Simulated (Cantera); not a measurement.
A closed system holds: 1 mol Al, 2.2 mol HCl, at 823.15 K and 10.0 mbar.

Equilibrium computed with Cantera from the NASA thermochemical tables; the gas is ideal and each condensed phase is pure. Candidate condensed phases: Al, AlCl₃; 12 gas species. The tables' values for AlCl₂ are old estimates; treat these amounts as uncertain. The numbers say what is thermodynamically allowed, not how fast it happens.

Base state: H₂ 0.601, AlCl₃ 0.393, Al₂Cl₆ 0.00312, AlCl 0.00254, AlCl₂ 0.00105 (mole fractions); condensed: Al(s).

Question: What changes in the equilibrium state with this change: pressure from 10.0 mbar to 1.33 mbar?

Answer: 
```
species      before     after
----------  -------  --------
H₂            0.601     0.596
AlCl₃         0.393     0.392
AlCl        0.00254   0.00974
Al₂Cl₆      0.00312  0.000415
AlCl₂       0.00105   0.00206
HCl         8.06e-6   1.12e-5
Al(s), mol    0.263     0.253
```
